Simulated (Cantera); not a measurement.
Feed: 1 mol SiCl4, a varied amount of H2, equilibrated at 12.0 Torr.

Cantera equilibrium calculation (NASA polynomials, part measured and part estimated; ideal gas, pure solids and liquids). Candidate condensed phases: Si; 19 gas species. The tables' values for SiCl3 are old estimates. Kinetics and transport are ignored.

Stable condensed phases, one row left out:

```
T in K \ n(H2) in mol
          51  69  92 120 170 220 300 410 550
   2375    A   A   A   A   A   A   A   A   A
   2325    A   A   A   A   A   A   A   A   A
   2275    A   A   A   A   A   A   A   A   A
   2225    A   A   A   A   A   A   A   A   A
   2175    A   A   A   A   A   A   A   A   A
   2125    A   A   A   A   A   A   A   A   A
   2075    B   B   A   A   A   A   A   A   A
   1975    B   B   B   B   B   B   B   A   A
   1925    B   B   B   B   B   B   B   B   B
   1875    B   B   B   B   B   B   B   B   B
   1825    B   B   B   B   B   B   B   B   B
   1775    B   B   B   B   B   B   B   B   B
   1725    B   B   B   B   B   B   B   B   B
```

A: gas only; B: Si.

Q: Give the row for 2025 K.

A: 51: Si; 69: Si; 92: Si; 120: Si; 170: Si; 220: gas only; 300: gas only; 410: gas only; 550: gas only.
